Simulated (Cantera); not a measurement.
Cantera with NASA thermochemical tables; ideal gases at 1 bar, condensed phases pure. Values are per mole of reaction as written; species without (g) are pure solids or liquids, kept so even where they would boil at 1 bar.

a) 1.333 B + O2(g) = 0.6667 B2O3(g)
b) 0.6667 Cr + O2(g) = 0.6667 CrO3(g)
c) 4 Li + O2(g) = 2 Li2O
d) 2 B + O2(g) = B2O2(g)
e) 2 H2(g) + O2(g) = 2 H2O(g)
f) 1.2 Ti + O2(g) = 0.4 Ti3O5
g) 0.8 Ta + O2(g) = 0.4 Ta2O5

Q: Order these by ΔG° at 998 K, most negative first.

A: c (-933 kJ), f (-805 kJ), g (-642 kJ), a (-533 kJ), d (-482 kJ), e (-385 kJ), b (-150 kJ)
